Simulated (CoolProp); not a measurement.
A simple Rankine cycle with toluene: condensing at 315.15 K, boiler at 1.61 MPa, turbine inlet 619 K, turbine efficiency 0.6, pump efficiency 0.8, no recuperator. Each further row changes one setting.

Computed with CoolProp (reference Helmholtz-energy equation of state, Lemmon 2006). It is a short technical equation, of lower accuracy than the large ones.

```csv
case,thermal efficiency (%),net work (kJ/kg),heat in (kJ/kg),turbine exit temperature (K),volume ratio over the turbine
as stated,16.4,148,900,534.3,185
condensing temperature 307.15 K,17.2,157,914,529.3,267
boiler pressure 1.13 MPa,15.5,141,909,542.2,126
turbine efficiency 0.5,13.6,123,900,547.0,190
```
